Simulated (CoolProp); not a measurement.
Vapour-liquid equilibrium of R22 (1) + n-hexane (2) at 121 kPa; x and y are mole fractions of (1).

Computed with CoolProp (multi-fluid Helmholtz-energy mixture model, Kamei 1995 and Thol 2019; pair parameters Bell 2016).

```csv
x,"bubble temperature, mixture model (K)","bubble temperature, Raoult's law (K)","y, mixture model","y, Raoult's law"
0.05,308.6,315.8,0.745,0.676
0.15,273.4,286.0,0.953,0.919
0.25,259.5,271.2,0.981,0.966
0.35,252.3,261.9,0.989,0.983
0.45,248.0,255.3,0.992,0.990
0.55,245.2,250.2,0.994,0.994
0.65,243.1,246.1,0.996,0.997
0.75,241.2,242.7,0.997,0.998
0.85,239.3,239.8,0.998,0.999
0.95,237.3,237.3,0.999,1.000
```

The largest gap from Raoult's law is -12.6 K in bubble temperature, at x = 0.15. No azeotrope shows between x = 0.05 and 0.95.

Pair parameters are fitted to limited data, so mixtures are less certain than the pure fluids.
